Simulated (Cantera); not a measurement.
A closed system holds: 1 mol SiH₄, 0.44 mol C₂H₂, 23 mol H₂, equilibrated at 2050 °C and 0.00270 bar.

Equilibrium computed with Cantera from the NASA thermochemical tables; the gas is ideal and each condensed phase is pure. Candidate condensed phases: C, C₆H₆, C₇H₈, C₈H₁₈, Si, SiC; 87 gas species. Gases not in the tables: Si₂H₆ and higher silanes. Rates play no part.

Base state: H₂ 0.778, H 0.185, Si 0.0276, SiC₂ 0.00413, C₂H₂ (acetylene) 0.00377, Si₂C 0.00103, SiH 0.000446, C₂H 4.29e-5 (mole fractions); condensed: C(graphite).

Problem. What changes in the equilibrium state with this change: C₂H₂ from 0.44 to 0.18 mol?

Solution. 
```tsv
species	before	after
H₂	0.778	0.779
H	0.185	0.185
Si	0.0276	0.0291
C₂H₂ (acetylene)	0.00377	0.00265
SiC₂	0.00413	0.00306
C₂H	4.29e-5	3.02e-5
Si₂	3.63e-5	4.04e-5
C(graphite), mol	0.386	0
```

Problem. What changes in the equilibrium state with this change: pressure from 0.00270 bar to 0.0480 bar?

Solution. 
```json
[
 {"species": "H₂", "before": "0.778", "after": "0.942"},
 {"species": "H", "before": "0.185", "after": "0.0483"},
 {"species": "Si", "before": "0.0276", "after": "0.00650"},
 {"species": "SiC₂", "before": "0.00413", "after": "0.000305"},
 {"species": "C₂H", "before": "4.29e-5", "after": "3.52e-6"},
 {"species": "SiH₂", "before": "2.62e-5", "after": "0.000132"},
 {"species": "C₂H₂ (acetylene)", "before": "0.00377", "after": "0.00143"},
 {"species": "C(graphite), mol", "before": "0.386", "after": "0"},
 {"species": "SiC(s), mol", "before": "0", "after": "0.773"}
]
```
